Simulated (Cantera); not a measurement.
# Equilibrium for hydrogen reduction and annealing atmospheres: ZrO₂ + H₂ + N₂

Charge: 1 mol ZrO₂, 6.1 mol H₂, 20 mol N₂, equilibrated at 1.60 bar.

Cantera equilibrium calculation (NASA polynomials, part measured and part estimated; ideal gas, pure solids and liquids). Candidate condensed phases: H₂O, Zr, ZrN, ZrO₂; 28 gas species. Mutual solubility and eutectic melting of coexisting phases are not modelled. ZrN: taken at fixed stoichiometry. Condensed phases not in the tables: solid solutions among these carbides, nitrides and lower oxides. Equilibrium is a limit: real reactors are often held back by kinetics, nucleation or transport.

| T (°C) | x N₂ | x H₂ | x H | x H₂O | x NH₃ | x NH₂ | n ZrO₂(monoclinic) | n ZrO₂(tetragonal) | n ZrN(s) |
|---|---|---|---|---|---|---|---|---|---|
| 1002 | 0.766 | 0.234 | 2.82e-7 | 1.38e-6 | 2.17e-5 | 5.60e-11 | 1.000 | 0 | 0 |
| 1077 | 0.766 | 0.234 | 9.11e-7 | 2.51e-6 | 1.62e-5 | 1.47e-10 | 1.000 | 0 | 0 |
| 1152 | 0.766 | 0.234 | 2.61e-6 | 4.28e-6 | 1.24e-5 | 3.47e-10 | 1.000 | 0 | 0 |
| 1227 | 0.766 | 0.234 | 6.73e-6 | 6.89e-6 | 9.80e-6 | 7.54e-10 | 0 | 1.000 | 0 |
| 1302 | 0.766 | 0.234 | 1.59e-5 | 1.05e-5 | 7.90e-6 | 1.52e-9 | 0 | 1.000 | 0.000137 |
| 1377 | 0.766 | 0.234 | 3.47e-5 | 1.54e-5 | 6.50e-6 | 2.88e-9 | 0 | 1.000 | 0.000201 |
| 1452 | 0.766 | 0.234 | 7.10e-5 | 2.18e-5 | 5.43e-6 | 5.15e-9 | 0 | 1.000 | 0.000285 |
| 1527 | 0.766 | 0.234 | 0.000137 | 3.00e-5 | 4.61e-6 | 8.78e-9 | 0 | 1.000 | 0.000392 |
| 1602 | 0.766 | 0.234 | 0.000250 | 4.02e-5 | 3.97e-6 | 1.44e-8 | 0 | 0.999 | 0.000525 |
| 1677 | 0.766 | 0.233 | 0.000438 | 5.28e-5 | 3.46e-6 | 2.26e-8 | 0 | 0.999 | 0.000689 |
| 1752 | 0.766 | 0.233 | 0.000735 | 6.78e-5 | 3.04e-6 | 3.43e-8 | 0 | 0.999 | 0.000886 |
x: gas mole fraction; n: condensed amount in mol.

From 1002 °C to 1152 °C the condensed part is ZrO₂(monoclinic). At 1227 °C the condensed part is ZrO₂(tetragonal). From 1302 °C to 1752 °C the condensed part is ZrN(s) + ZrO₂(tetragonal).
